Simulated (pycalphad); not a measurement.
CALPHAD calculation (pycalphad, COST 507 light-alloy database (1999)), 1 atm. These are 1990s assessments: newer ones move some temperatures and phases. Kinetics are ignored, which matters at the lower temperatures.

### Question
Which phases does Al-28 at.% Zr hold at 258 °C, with what compositions and amounts?

### Answer
AL3ZR with 25.0 at.% Zr and AL2ZR with 33.3 at.% Zr. The lever rule gives (28 − 25.0)/(33.3 − 25.0) = 0.36 of AL2ZR and 0.64 of AL3ZR.

### Question
Which phases does Al-44 at.% Zr hold at 1491 °C, with what compositions and amounts?

### Answer
AL3ZR2 with 40.0 at.% Zr and AL4ZR5 with 55.6 at.% Zr. The lever rule gives (44 − 40.0)/(55.6 − 40.0) = 0.26 of AL4ZR5 and 0.74 of AL3ZR2.

### Question
Which phases does Al-11 at.% Zr hold at 813 °C, with what compositions and amounts?

### Answer
LIQUID with 0.14 at.% Zr and AL3ZR with 25.0 at.% Zr. The lever rule gives (11 − 0.1)/(25.0 − 0.1) = 0.44 of AL3ZR and 0.56 of LIQUID.

### Question
Which phases does Al-36 at.% Zr hold at 227 °C, with what compositions and amounts?

### Answer
AL2ZR with 33.3 at.% Zr and AL3ZR2 with 40.0 at.% Zr. The lever rule gives (36 − 33.3)/(40.0 − 33.3) = 0.40 of AL3ZR2 and 0.60 of AL2ZR.

Database names, with the compositions (at.%) that they take in these runs: AL3ZR: Al 75 Zr 25; AL2ZR: Al 67 Zr 33; AL3ZR2: Al 60 Zr 40; AL4ZR5: Zr 56 Al 44.
